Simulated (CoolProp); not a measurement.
Vapour-liquid equilibrium of diethyl ether (1) + methanol (2) at 1.84 MPa; x and y are mole fractions of (1).

Values from CoolProp's multi-fluid Helmholtz-energy mixture model, Thol 2014 and de Reuck 1993; pair parameters Bell 2016.

```csv
x,"bubble temperature, mixture model (°C)","bubble temperature, Raoult's law (°C)","y, mixture model","y, Raoult's law"
0.05,…,161.5,0.088,0.059
0.2,153.5,160.2,0.290,0.231
0.35,…,158.8,0.430,0.395
0.5,147.7,157.3,…,0.550
0.65,…,155.7,0.654,0.697
0.8,…,154.1,0.778,0.833
0.95,…,152.4,0.935,0.960
```

Question: Fill in the missing entries.

Answer: 
- 0.05, bubble temperature, mixture model (°C): 159.4
- 0.35, bubble temperature, mixture model (°C): 149.8
- 0.5, y, mixture model: 0.544
- 0.65, bubble temperature, mixture model (°C): 146.9
- 0.8, bubble temperature, mixture model (°C): 147.5
- 0.95, bubble temperature, mixture model (°C): 150.2

The largest gap from Raoult's law is -9.6 K in bubble temperature, at x = 0.5. y crosses x between x = 0.65 and 0.8: the model has an azeotrope there.

The pair parameters rest on a limited set of measurements; away from them the model extrapolates.
